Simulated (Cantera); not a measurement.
Input (Python, Cantera) and output of one run.

```python
import numpy as np
import cantera as ct

gas_names = """
    Cs CsO CsOH Cs2 Cs2O Cs2O2H2 H HO2 H2 H2O H2O2 O OH O2 O3
""".split()
cond_names = """
    Cs(cr) Cs(L) CsOH(a) CsOH(b) CsOH(c) CsOH(L) H2O(s) H2O(L)
""".split()


# ... load() reads the species with a 1 bar reference pressure and builds the phases ...
atoms = {
    'CsOH': {'Cs': 1, 'O': 1, 'H': 1},
    'H2': {'H': 2},
    'H2O': {'H': 2, 'O': 1},
}
top_T = {}  # K; cautious upper limits of use, not melting points


# ... equilibrate(T, P, feed) seeds the gas with the atoms and calls Mixture.equilibrate('TP', solver="vcs", rtol=1e-11, max_steps=5000) ...
results = []
feed = {'CsOH': 1, 'H2': 0.093, 'H2O': 0.13}  # mol
P = 270  # Pa
for T in [1798, 1848, 1898, 1948, 1998, 2048, 2098, 2148, 2198]:
    mix = equilibrate(T, P, feed)
    results.append((T, P, feed, dict(zip(mix.species_names, mix.species_moles))))
    x = sorted(zip(gas.X, gas.species_names), reverse=True)
    print(f"T = {T:g} K  P = {P:g} Pa  gas = {mix.phase_moles(0):.4g} mol")
    print("   x: " + "  ".join(f"{s} {v:.3e}" for v, s in x if v > 0.0001))
    print("   condensed (mol): " + ("  ".join(f"{mix.phase(i).name} {mix.phase_moles(i):.4g}"
          for i in range(1, mix.n_phases) if mix.phase_moles(i) > 1e-12) or "none"))
```

Result:

```
T = 1798 K  P = 270 Pa  gas = 1.394 mol
   x: CsOH 5.113e-01  H2O 2.594e-01  Cs 2.056e-01  O2 1.823e-02  OH 2.613e-03  H2 1.955e-03  O 3.102e-04  H 2.996e-04  CsO 2.566e-04
   condensed (mol): none
T = 1848 K  P = 270 Pa  gas = 1.437 mol
   x: CsOH 4.575e-01  H2O 2.694e-01  Cs 2.379e-01  O2 2.718e-02  OH 3.951e-03  H2 2.619e-03  O 6.010e-04  H 5.222e-04  CsO 3.538e-04
   condensed (mol): none
T = 1898 K  P = 270 Pa  gas = 1.486 mol
   x: CsOH 4.010e-01  H2O 2.792e-01  Cs 2.715e-01  O2 3.653e-02  OH 5.725e-03  H2 3.600e-03  O 1.079e-03  H 9.026e-04  CsO 4.575e-04
   condensed (mol): none
T = 1948 K  P = 270 Pa  gas = 1.538 mol
   x: CsOH 3.448e-01  Cs 3.047e-01  H2O 2.878e-01  O2 4.576e-02  OH 8.014e-03  H2 4.991e-03  O 1.828e-03  H 1.536e-03  CsO 5.618e-04
   condensed (mol): none
T = 1998 K  P = 270 Pa  gas = 1.593 mol
   x: Cs 3.357e-01  H2O 2.945e-01  CsOH 2.914e-01  O2 5.445e-02  OH 1.089e-02  H2 6.903e-03  O 2.959e-03  H 2.565e-03  CsO 6.612e-04
   condensed (mol): none
T = 2048 K  P = 270 Pa  gas = 1.649 mol
   x: Cs 3.634e-01  H2O 2.985e-01  CsOH 2.423e-01  O2 6.233e-02  OH 1.440e-02  H2 9.462e-03  O 4.608e-03  H 4.192e-03  CsO 7.506e-04
   condensed (mol): none
T = 2098 K  P = 270 Pa  gas = 1.705 mol
   x: Cs 3.871e-01  H2O 2.993e-01  CsOH 1.986e-01  O2 6.924e-02  OH 1.859e-02  H2 1.280e-02  O 6.943e-03  H 6.699e-03  CsO 8.265e-04
   condensed (mol): none
T = 2148 K  P = 270 Pa  gas = 1.762 mol
   x: Cs 4.062e-01  H2O 2.962e-01  CsOH 1.605e-01  O2 7.511e-02  OH 2.345e-02  H2 1.701e-02  H 1.046e-02  O 1.017e-02  CsO 8.869e-04
   condensed (mol): none
T = 2198 K  P = 270 Pa  gas = 1.819 mol
   x: Cs 4.207e-01  H2O 2.888e-01  CsOH 1.281e-01  O2 7.994e-02  OH 2.893e-02  H2 2.215e-02  H 1.595e-02  O 1.453e-02  CsO 9.308e-04
   condensed (mol): none
```

Cantera equilibrium calculation (NASA polynomials, part measured and part estimated; ideal gas, pure solids and liquids).
